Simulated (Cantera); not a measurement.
A Cantera script and its output.

```python
import numpy as np
import cantera as ct

gas = ct.Solution("gri30.yaml")


def delay(T, t_max=10):
    gas.TPX = T, 2000000, {'CO': 1, 'H2': 0.36, 'CH4': 0.4, 'O2': 2.9, 'N2': 10.9}
    reactor = ct.IdealGasConstPressureReactor(gas, clone=False)
    net = ct.ReactorNet([reactor])
    net.rtol, net.atol = 1e-8, 1e-16
    while net.time < t_max:
        t_old, T_old = net.time, reactor.T
        net.step()
        if reactor.T > T + 400:  # ignition: a rise of 400 K
            return t_old + (T + 400 - T_old) / (reactor.T - T_old) * (net.time - t_old)
    return np.nan


taus = []
for T in [1323, 1423, 1523, 1623, 1723, 1823, 1923, 2023]:
    taus.append(delay(T))
    print(f"T0 = {T:6g} K   tau = {taus[-1]:.4e} s")
```

It prints:

```
T0 =   1323 K   tau = 4.5948e-05 s
T0 =   1423 K   tau = 1.9401e-05 s
T0 =   1523 K   tau = 9.7098e-06 s
T0 =   1623 K   tau = 5.4563e-06 s
T0 =   1723 K   tau = 3.3478e-06 s
T0 =   1823 K   tau = 2.2058e-06 s
T0 =   1923 K   tau = 1.5489e-06 s
T0 =   2023 K   tau = 1.1662e-06 s
```

Detailed kinetics in Cantera: GRI-Mech 3.0 (53 species, 325 reactions). The pressure lies above the range GRI-Mech 3.0 was tuned for (to about 10 atm).
